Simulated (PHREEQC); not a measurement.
Consider water at 25 °C with 0.047 mol/kgw HF, 0.69 mol/kgw NH4F and 0.86 mol/kgw H2SO4. It is in equilibrium with CO2 at log p = 0 (atm). Otherwise closed; pH follows from the charge balance.

Model: ion-association model, wateq4f.dat, run in PHREEQC.

Each row changes one thing in this solution. Precipitation was switched off in this run.

```csv
case,pH,ionic strength (mol/kgw),HSO4- (mol/kgw),NH4+ (mol/kgw),HF (mol/kgw),H2F2 (mol/kgw)
as made,0.54,1.05,0.640,0.563,0.265,0.234
diluted 100-fold with water,…,0.0206,…,0.00662,0.00644,0.000109
temperature from 25 to 10 °C,0.50,1.08,0.606,0.544,0.215,0.259
diluted 10-fold with water,1.36,0.143,0.0511,0.0617,0.0554,0.00827
0.036 mol/kgw (CH3)4NF added,0.56,1.06,0.630,0.557,0.273,0.247
temperature from 25 to 30 °C,0.55,1.04,0.652,0.570,0.285,0.224
HF from 0.047 to 0.0094 mol/kgw,0.54,1.05,0.640,0.563,0.257,0.219
```

Task: Fill in the missing entries.

Result: 
- diluted 100-fold with water, pH: 2.13
- diluted 100-fold with water, HSO4- (mol/kgw): 0.00269

The ionic strength passes 0.7 mol/kgw, the rough limit of the ion-association models, in as made; temperature from 25 to 10 °C; 0.036 mol/kgw (CH3)4NF added; temperature from 25 to 30 °C; HF from 0.047 to 0.0094 mol/kgw. Species that the database lacks are ignored. Carbamate, which ammonia and carbonate form, is missing from the database. (CH3)4N+ isn't in the database: it is added as a free cation with an ion size of 4 Å. wateq4f.dat counts part of the HF as a dimer, H2F2, which phreeqc.dat doesn't know; its constant is uncertain. Away from 25 °C the constants follow the database's enthalpies or fits; those with neither stay at their 25 °C values.
